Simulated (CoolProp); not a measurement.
Vapour-liquid equilibrium of R125 (1) + dimethyl ether (2) at 227.1 K; x and y are mole fractions of (1).

Model: multi-fluid Helmholtz-energy mixture model, Lemmon 2005 and Wu 2011; pair parameters Bell 2016, in CoolProp.

```
x     bubble pressure, mixture model (bar)  bubble pressure, Raoult's law (bar)  y, mixture model  y, Raoult's law
----  ------------------------------------  -----------------------------------  ----------------  ---------------
0.05                                0.3735                               0.4006             0.077            0.140
0.15                                0.3994                               0.4762             0.233            0.352
0.25                                0.4337                               0.5518             0.388            0.507
0.35                                0.4796                               0.6274             0.537            0.624
0.45                                0.5403                               0.7030             0.671            0.716
0.55                                0.6182                               0.7786             0.783            0.790
0.65                                0.7141                               0.8541             0.869            0.851
0.75                                0.8256                               0.9297             0.930            0.902
0.85                                0.9459                                1.005             0.969            0.946
0.95                                 1.064                                1.081             0.993            0.983
```

The largest gap from Raoult's law is -23.6 % in bubble pressure, at x = 0.35. No azeotrope shows between x = 0.05 and 0.95.

The pair parameters rest on a limited set of measurements; away from them the model extrapolates.
